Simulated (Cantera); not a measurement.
An isothermal, constant-pressure homogeneous reactor starts with 24.6 % H2, 15.4 % O2, 60.0 % N2, at 1248 K and 750 Torr.

Model: GRI-Mech 3.0 (53 species, 325 reactions), integrated in Cantera. The temperature is held fixed by assumption; the heat of reaction is taken as removed at once.

x: mole fraction; the columns are a selection and need not sum to one.

```
t (s)         x H2    x O2    x HO2   x H2O2      x OH     x N2O
--------  --------  ------  -------  -------  --------  --------
2.00e-5      0.246   0.154  9.08e-6      ___   6.82e-6  1.09e-11
7.96e-5     0.0118  0.0404  5.52e-5      ___   0.00270   8.41e-8
0.000317  0.000906  0.0354  2.16e-5      ___  0.000412   1.28e-7
0.00126    7.50e-5  0.0351  3.07e-6      ___  0.000117   1.40e-7
0.00502    4.00e-6  0.0351  2.54e-7      ___   4.40e-5   1.44e-7
0.0200     4.05e-7  0.0351  3.90e-8      ___   1.93e-5   1.44e-7
0.0796     9.90e-8  0.0351  1.29e-8      ___   9.68e-6   1.33e-7
0.317      5.25e-8  0.0351  9.88e-9      ___   6.33e-6   9.43e-8
1.26       5.01e-8  0.0351  9.81e-9  1.91e-9   6.03e-6   2.65e-8
5.02       5.01e-8  0.0351  9.81e-9  1.91e-9   6.02e-6   6.81e-9
20.0       5.01e-8  0.0351  9.81e-9  1.91e-9   6.02e-6   6.76e-9
```

Q: Complete the blanks.

A: 
- 2.00e-5, x H2O2: 5.18e-8
- 7.96e-5, x H2O2: 1.02e-5
- 0.000317, x H2O2: 2.57e-6
- 0.00126, x H2O2: 4.33e-7
- 0.00502, x H2O2: 8.04e-8
- 0.0200, x H2O2: 1.76e-8
- 0.0796, x H2O2: 4.71e-9
- 0.317, x H2O2: 2.09e-9
